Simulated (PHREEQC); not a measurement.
KOH is added in steps, without added water, to 1 kg of water holding 3.7 mmol/kgw NiCl2, 39 mmol/kgw NaCl and 28 mmol/kgw H2SO4, at 25 °C. O2 is buffered at 0.21 atm. No CO2 enters from the air. No solid was allowed to form.

Base run: PHREEQC, ion-association model, wateq4f.dat. Each further column changes one thing. The table gives Ni+2 (mol/kgw).

| KOH added (mol) | base | Debye-Hückel limiting law | metal-ligand complexes left out | all activity coefficients set to 1 | Davies equation for every ion |
|---|---|---|---|---|---|
| 0 | 0.00279 | 0.00320 | 0.00370 | 0.00167 | 0.00277 |
| 0.0105 | 0.00272 | ___ | 0.00370 | 0.00153 | ___ |
| 0.021 | 0.00265 | 0.00315 | 0.00370 | 0.00138 | ___ |
| 0.0315 | 0.00257 | ___ | 0.00370 | 0.00121 | 0.00255 |
| 0.042 | 0.00248 | 0.00312 | 0.00370 | 0.00105 | ___ |
| 0.0525 | 0.00238 | 0.00310 | 0.00370 | 0.000896 | 0.00238 |
| 0.063 | 0.000274 | 0.000411 | 0.000372 | 8.89e-5 | ___ |
| 0.0735 | 5.43e-8 | 1.32e-7 | 5.65e-8 | 1.00e-8 | 4.95e-8 |
| 0.084 | 3.97e-9 | 1.02e-8 | 4.13e-9 | 7.02e-10 | 3.56e-9 |

Question: Fill in the missing entries.

Answer: 
- 0.0105, Debye-Hückel limiting law: 0.00318
- 0.0105, Davies equation for every ion: 0.00271
- 0.021, Davies equation for every ion: 0.00263
- 0.0315, Debye-Hückel limiting law: 0.00314
- 0.042, Davies equation for every ion: 0.00247
- 0.063, Davies equation for every ion: 0.000272

In at least one series the solution becomes supersaturated in solids that the run did not let form, among them Ni(OH)2, Ni4(OH)6SO4.
